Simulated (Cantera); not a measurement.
Equilibrium for chemical vapour transport: AlN + I₂ + O₂

A closed system holds: 1 mol AlN, 1.8 mol I₂, 1.5 mol O₂, equilibrated at 10000 Pa.

Method: chemical equilibrium by Gibbs-energy minimisation in Cantera with the NASA 1993 tables (ideal gas, pure condensed phases). Candidate condensed phases: Al, AlI₃, AlN, Al₂O₃, I₂; 21 gas species. Equilibrium is a limit: real reactors are often held back by kinetics, nucleation or transport.

From 650 °C to 1300 °C the condensed part is Al₂O₃(s).

| T (°C) | x I | x I₂ | x O₂ | x N₂ | x NO | x O | x NO₂ | n Al₂O₃(s) |
|---|---|---|---|---|---|---|---|---|
| 650 | 0.0598 | 0.543 | 0.239 | 0.159 | 5.99e-6 | 1.93e-11 | 1.95e-7 | 0.500 |
| 700 | 0.0972 | 0.513 | 0.234 | 0.156 | 1.08e-5 | 1.03e-10 | 2.37e-7 | 0.500 |
| 750 | 0.149 | 0.472 | 0.228 | 0.152 | 1.83e-5 | 4.70e-10 | 2.78e-7 | 0.500 |
| 800 | 0.214 | 0.420 | 0.220 | 0.146 | 2.91e-5 | 1.84e-9 | 3.17e-7 | 0.500 |
| 850 | 0.290 | 0.359 | 0.210 | 0.140 | 4.40e-5 | 6.38e-9 | 3.51e-7 | 0.500 |
| 900 | 0.373 | 0.293 | 0.200 | 0.133 | 6.36e-5 | 1.98e-8 | 3.80e-7 | 0.500 |
| 950 | 0.455 | 0.228 | 0.190 | 0.127 | 8.86e-5 | 5.57e-8 | 4.05e-7 | 0.500 |
| 1000 | 0.529 | 0.170 | 0.181 | 0.121 | 0.000120 | 1.45e-7 | 4.29e-7 | 0.500 |
| 1050 | 0.590 | 0.121 | 0.173 | 0.116 | 0.000160 | 3.50e-7 | 4.55e-7 | 0.500 |
| 1100 | 0.636 | 0.0845 | 0.168 | 0.112 | 0.000209 | 7.98e-7 | 4.84e-7 | 0.500 |
| 1150 | 0.669 | 0.0581 | 0.163 | 0.109 | 0.000270 | 1.72e-6 | 5.19e-7 | 0.500 |
| 1200 | 0.692 | 0.0398 | 0.161 | 0.107 | 0.000345 | 3.54e-6 | 5.57e-7 | 0.500 |
| 1250 | 0.708 | 0.0274 | 0.159 | 0.106 | 0.000435 | 6.95e-6 | 6.00e-7 | 0.500 |
| 1300 | 0.718 | 0.0191 | 0.157 | 0.105 | 0.000543 | 1.31e-5 | 6.46e-7 | 0.500 |
x: gas mole fraction; n: condensed amount in mol.
